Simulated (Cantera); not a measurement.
Charge: 1 mol Ta(OEt)5, 1.8 mol CO2, equilibrated at 0.00225 Torr.

Cantera equilibrium calculation (NASA polynomials, part measured and part estimated; ideal gas, pure solids and liquids). Candidate condensed phases: C, C6H6, C7H8, C8H18, H2O, Ta, TaC, Ta2O5; 113 gas species. The feed counts by its element totals alone. TaC: taken at fixed stoichiometry. Condensed phases not in the tables: Ta2C. Rates play no part.

x: gas mole fraction; n: condensed amount in mol.

| T (°C) | x H | x H2 | x CO | x C | x C3 | n C(graphite) | n TaC(s) |
|---|---|---|---|---|---|---|---|
| 1000 | 0.000317 | 0.592 | 0.408 | <1e-12 | <1e-12 | 2.20 | 1.00 |
| 1100 | 0.00148 | 0.591 | 0.407 | <1e-12 | <1e-12 | 2.20 | 1.00 |
| 1200 | 0.00560 | 0.588 | 0.406 | 2.00e-12 | <1e-12 | 2.20 | 1.00 |
| 1300 | 0.0178 | 0.578 | 0.404 | 8.31e-11 | 1.33e-11 | 2.20 | 1.00 |
| 1400 | 0.0489 | 0.553 | 0.398 | 2.21e-9 | 5.82e-10 | 2.20 | 1.00 |
| 1500 | 0.116 | 0.500 | 0.384 | 4.06e-8 | 1.65e-8 | 2.20 | 1.00 |
| 1600 | 0.237 | 0.404 | 0.359 | 5.46e-7 | 3.25e-7 | 2.19 | 1.00 |
| 1700 | 0.405 | 0.270 | 0.325 | 5.63e-6 | 4.71e-6 | 2.19 | 1.00 |
| 1800 | [?] | [?] | 0.292 | [?] | [?] | 2.18 | 1.00 |
| 1900 | 0.670 | 0.0579 | 0.271 | 0.000313 | 0.000463 | 2.13 | 1.00 |
| 2000 | 0.713 | 0.0216 | 0.260 | 0.00179 | 0.00336 | 1.77 | 1.00 |
| 2100 | 0.714 | [?] | 0.251 | [?] | [?] | 0 | 1.000 |
| 2200 | 0.714 | 0.00308 | 0.248 | 0.0189 | 0.0131 | 0 | 1.000 |

### Question
What belongs in the gaps?

### Answer

- 2100, x H2: 0.00783
- 2100, x C: 0.00832
- 2100, x C3: 0.0173
- 1800, x H: 0.568
- 1800, x H2: 0.140
- 1800, x C: 4.63e-5
- 1800, x C3: 5.23e-5
